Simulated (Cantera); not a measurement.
**Moist CO burnout**

An isothermal, constant-pressure homogeneous reactor starts with CO : O2 : H2O : N2 = 0.012 : 0.022 : 0.00026 : 1 (molar parts), equivalence ratio 0.27, at 1150 K and 210000 Pa.

Model: GRI-Mech 3.0 (53 species, 325 reactions), integrated in Cantera.

```csv
t (s),x CO,x O2,x H2O,x HO2,x N2O,x H2O2
7.00e-6,0.0116,0.0213,0.000251,<1e-12,<1e-12,<1e-12
2.89e-5,0.0116,0.0213,0.000251,<1e-12,<1e-12,<1e-12
0.000119,0.0116,0.0213,0.000251,4.04e-12,<1e-12,<1e-12
0.000492,0.0116,0.0213,0.000251,1.16e-10,1.70e-12,<1e-12
0.00203,0.0116,0.0213,0.000251,1.96e-9,2.43e-11,<1e-12
0.00837,0.0116,0.0213,0.000251,3.73e-8,4.52e-10,1.69e-11
0.0345,0.0111,0.0210,0.000248,2.01e-6,2.06e-7,4.51e-8
0.142,0.00485,0.0179,0.000249,1.60e-6,2.09e-6,2.91e-8
0.588,0.000427,0.0158,0.000252,4.88e-7,3.22e-6,3.38e-9
2.42,8.59e-6,0.0156,0.000253,3.33e-8,2.50e-6,5.50e-11
10.0,1.93e-8,0.0156,0.000253,9.09e-10,5.46e-7,6.69e-12
```
x: mole fraction; the columns are a selection and need not sum to one.

Equilibrium at this temperature and pressure: CO 3.32e-10, O2 0.0155, H2O 0.000253, HO2 6.45e-11, N2O 4.65e-9, H2O2 <1e-12 (gas phase only).
